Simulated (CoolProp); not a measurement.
Vapour pressure (MPa) of CHF3 (R23): the reference equation beside estimates from Tc = 299.3 K, pc = 4.832 MPa, ω = 0.263. Clausius-Clapeyron is anchored at 215.5 K with a constant enthalpy of vaporisation of 15.24 kJ/mol.

Model: reference Helmholtz-energy equation of state, Penoncello 2003, in CoolProp.

| T (K) | reference | Lee-Kesler | Clausius-Clapeyron | van der Waals | Redlich-Kwong | Soave-Redlich-Kwong |
|---|---|---|---|---|---|---|
| 183.9 | 0.06544 | 0.06365 | 0.08029 | 0.4809 | 0.1265 | 0.06406 |
| 190.3 | 0.09654 | 0.09474 | 0.1123 | 0.5820 | 0.1774 | 0.09507 |
| 196.6 | 0.1376 | 0.1360 | 0.1529 | 0.6946 | 0.2412 | 0.1362 |
| 202.9 | 0.1913 | 0.1903 | 0.2042 | 0.8209 | 0.3205 | 0.1903 |
| 209.2 | 0.2600 | 0.2599 | 0.2681 | 0.9614 | 0.4173 | 0.2598 |
| 215.5 | 0.3463 | 0.3476 | 0.3463 | 1.117 | 0.5337 | 0.3474 |
| 221.8 | 0.4531 | 0.4560 | 0.4410 | 1.288 | 0.6716 | 0.4560 |
| 228.1 | 0.5833 | 0.5880 | 0.5541 | 1.474 | 0.8329 | 0.5888 |
| 234.4 | 0.7399 | 0.7465 | 0.6877 | 1.678 | 1.020 | 0.7489 |
| 240.7 | 0.9262 | 0.9347 | 0.8439 | 1.898 | 1.234 | 0.9395 |
| 247 | 1.146 | 1.156 | 1.025 | 2.136 | 1.477 | 1.164 |
| 253.3 | 1.402 | 1.413 | 1.233 | 2.391 | 1.750 | 1.426 |
| 259.6 | 1.699 | 1.710 | 1.469 | 2.665 | 2.056 | 1.730 |
| 266 | 2.046 | 2.058 | 1.741 | 2.962 | 2.402 | 2.084 |
| 272.3 | 2.438 | 2.449 | 2.042 | 3.274 | 2.779 | 2.482 |

Absolute difference from the reference over all 15 rows, mean and median: Lee-Kesler 0.9 and 0.8 %, Clausius-Clapeyron 10.1 and 10.6 %, van der Waals 215.0 and 152.7 %, Redlich-Kwong 46.8 and 42.8 %, Soave-Redlich-Kwong 1.2 and 1.4 %.
